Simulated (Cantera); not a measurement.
What does this Cantera script print?

```python
import numpy as np
import cantera as ct

gas = ct.Solution("gri30.yaml")
gas.TPX = 400, 140000, {'CH4': 1, 'H2': 0.063, 'O2': 3.5, 'N2': 13.2}
inlet = ct.Reservoir(gas, clone=True)
gas.equilibrate("HP")  # start burning
reactor = ct.IdealGasConstPressureReactor(gas, energy="on", clone=False)
exhaust = ct.Reservoir(gas, clone=True)
tau = [0.36, 0.13, 0.046, 0.016, 0.0059, 0.0021, 0.00075, 0.00027, 9.6e-05, 3.4e-05, 1.2e-05][0]
for a, b in ((inlet, reactor), (reactor, exhaust)):
    ct.MassFlowController(a, b, mdot=lambda t: reactor.mass / tau)
net = ct.ReactorNet([reactor])
show = ['CH4', 'H2', 'O2', 'H2O2', 'NO']

rows = []
print(f"{'tau/s':>10s}{'T/K':>9s}" + "".join(f"{s:>11s}" for s in show))
for tau in [0.36, 0.13, 0.046, 0.016, 0.0059, 0.0021, 0.00075, 0.00027, 9.6e-05, 3.4e-05, 1.2e-05]:
    net.initial_time = 0.0
    net.advance(30 * tau)
    before = gas.X
    net.advance(40 * tau)
    drift = np.max(np.abs(gas.X - before) / (gas.X + 1e-9))
    rows.append([gas.T, *gas[show].X, drift])
    print(f"{tau:10.3e}{gas.T:9.1f}" + "".join(f"{x:11.3e}" for x in gas[show].X))
```

Result:

```
     tau/s      T/K        CH4         H2         O2       H2O2         NO
 3.600e-01   1709.2  5.270e-06  2.791e-05  8.272e-02  5.230e-08  9.145e-06
 1.300e-01   1707.2  1.040e-05  5.143e-05  8.273e-02  7.946e-08  7.839e-06
 4.600e-02   1703.5  2.033e-05  9.949e-05  8.277e-02  1.245e-07  7.228e-06
 1.600e-02   1696.7  4.002e-05  1.965e-04  8.290e-02  1.955e-07  6.408e-06
 5.900e-03   1684.8  7.654e-05  3.711e-04  8.323e-02  2.963e-07  5.354e-06
 2.100e-03   1662.2  1.549e-04  7.004e-04  8.404e-02  4.541e-07  4.385e-06
 7.500e-04   1620.0  3.443e-04  1.275e-03  8.603e-02  7.111e-07  3.512e-06
 2.700e-04   1525.4  1.136e-03  2.421e-03  9.243e-02  1.262e-06  1.705e-06
 9.600e-05    400.0  5.630e-02  3.547e-03  1.970e-01  1.481e-18  4.598e-20
 3.400e-05    400.0  5.630e-02  3.547e-03  1.970e-01  9.980e-20  3.097e-21
 1.200e-05    400.0  5.630e-02  3.547e-03  1.970e-01  1.805e-22  5.601e-24
```

Computed with Cantera and GRI-Mech 3.0 (53 species, 325 reactions).
